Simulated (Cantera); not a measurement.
Charge: 1 mol SrCl₂, 12 mol H₂O, 59 mol H₂, equilibrated at 1700 °C and 0.0488 Torr.

Cantera equilibrium calculation (NASA polynomials, part measured and part estimated; ideal gas, pure solids and liquids). Candidate condensed phases: H₂O, Sr, SrCl₂, SrO, Sr(OH)₂; 20 gas species. The numbers say what is thermodynamically allowed, not how fast it happens.

Base state: H₂ 0.681, H₂O 0.149, H 0.138, HCl 0.0137, Sr 0.00614, SrCl₂ 0.00367, OH 0.00288, SrCl 0.00241 (mole fractions); condensed: gas only.

Task: What changes in the equilibrium state with this change: temperature from 1700 °C to 1652 °C?

Result: 
| species | before | after |
|---|---|---|
| H₂ | 0.681 | 0.716 |
| H₂O | 0.149 | 0.154 |
| H | 0.138 | 0.100 |
| HCl | 0.0137 | 0.0126 |
| Sr | 0.00614 | 0.00520 |
| O₂ | 4.08e-5 | 1.83e-5 |
| O | 0.000430 | 0.000195 |
| Cl | 0.00208 | 0.00133 |
| OH | 0.00288 | 0.00187 |

Task: What changes in the equilibrium state with this change: H₂O from 12 to 6.5 mol?

Result: 
| species | before | after |
|---|---|---|
| H₂ | 0.681 | 0.737 |
| H | 0.138 | 0.144 |
| H₂O | 0.149 | 0.0875 |
| HCl | 0.0137 | 0.0146 |
| Sr | 0.00614 | 0.00667 |
| O₂ | 4.08e-5 | 1.19e-5 |
| O | 0.000430 | 0.000233 |
| OH | 0.00288 | 0.00162 |
| SrO | 0.000160 | 9.43e-5 |
| SrOH | 0.000396 | 0.000242 |
